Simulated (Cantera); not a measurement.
A closed system holds: 1 mol C2H4, 1.6 mol H2, held at 823 K and 10.0 Torr.

Equilibrium computed with Cantera from the NASA thermochemical tables; the gas is ideal and each condensed phase is pure. Candidate condensed phases: C, C6H6, C7H8, C8H18; 76 gas species. Equilibrium is a limit: real reactors are often held back by kinetics, nucleation or transport.

Base state: H2 0.988, CH4 0.0121 (mole fractions); condensed: C(graphite).

**Question.** What changes in the equilibrium state with this change: 0.0096 mol H2O added?

**Answer.** 
```json
[
 {"species": "H2", "before": "0.988", "after": "0.985"},
 {"species": "CH4", "before": "0.0121", "after": "0.0121"},
 {"species": "CO", "before": "0", "after": "0.00228"},
 {"species": "H2O", "before": "0", "after": "0.000397"},
 {"species": "C(graphite), mol", "before": "1.96", "after": "1.95"}
]
```
Further candidate phases: H2O.
